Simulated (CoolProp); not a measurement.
Values from CoolProp's reference Helmholtz-energy equation of state, Thol 2016.

Problem. Give the vapour pressure (MPa), enthalpy of vaporisation (kJ/kg), liquid cp (kJ/(kg K)), vapour Z of saturated hexamethyldisiloxane (MM) at 62.65, 76.35, 103.75 °C.

Solution. 
```csv
T (°C),p (MPa),enthalpy of vaporisation (kJ/kg),liquid cp (kJ/(kg K)),vapour Z
62.65,0.0290,212,2.00,0.974
76.35,0.0474,205,2.04,0.963
103.75,0.111,191,2.13,0.932
```
